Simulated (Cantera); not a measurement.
Feed: 1 mol B, 4.1 mol NH3, 0.11 mol H2, held at 1.00 bar.

Equilibrium computed with Cantera from the NASA thermochemical tables; the gas is ideal and each condensed phase is pure. Candidate condensed phases: B, BN; 15 gas species. Equilibrium is a limit: real reactors are often held back by kinetics, nucleation or transport. All values below are at 1798 K.

Base state: H2 0.801, N2 0.198, H 0.000315 (mole fractions); condensed: BN(s).

Task: What changes in the equilibrium state with this change: pressure from 1.00 bar to 1.33 mbar?

Result: 
```csv
species,before,after
H2,0.801,0.794
N2,0.198,0.198
H,0.000315,0.00859
BH2,4.67e-7,1.27e-5
"BN(s), mol",1.000,1.000
```
The tables' values for BH2 are old estimates; treat these amounts as uncertain.
